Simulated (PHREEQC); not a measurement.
Consider water at 25 °C with 0.0039 mol/kgw PbCl2, 0.0014 mol/kgw NaCl and 0.081 mol/kgw Cu(NO3)2. Closed to the air; pH follows from the charge balance.

Equilibrium calculation in PHREEQC: ion-association model, phreeqc.dat.

### Question
The ionic strength comes out as 0.252 mol/kgw. What activity coefficients do H+, Cu+2, Na+, CuOH+, Cl- get?

### Answer
H+ 0.79, Cu+2 0.31, Na+ 0.74, CuOH+ 0.70, Cl- 0.70.

This is a speciation only: nothing precipitates in the calculation.
